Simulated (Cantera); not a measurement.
Input: 1 mol Al, 0.49 mol Cl2, 0.68 mol H2, 8.5 mol HCl, held at 0.000110 bar.

Cantera equilibrium calculation (NASA polynomials, part measured and part estimated; ideal gas, pure solids and liquids). Candidate condensed phases: Al, AlCl3; 12 gas species. The tables' values for AlCl2 are old estimates; treat these amounts as uncertain. Kinetics and transport are ignored. All values below are at 1075 °C.

Base state: HCl 0.708, H2 0.182, AlCl3 0.106, AlCl2 0.00209, AlCl 0.000608, Cl 0.000305, H 9.42e-5 (mole fractions); condensed: gas only.

Question: What changes in the equilibrium state with this change: H2 from 0.68 to 33 mol?

Answer: 
| species | before | after |
|---|---|---|
| H2 | 0.182 | 0.805 |
| HCl | 0.708 | 0.170 |
| AlCl3 | 0.106 | 0.0149 |
| AlCl | 0.000608 | 0.00649 |
| Cl | 0.000305 | 3.49e-5 |
| H | 9.42e-5 | 0.000198 |
| AlCl2 | 0.00209 | 0.00256 |
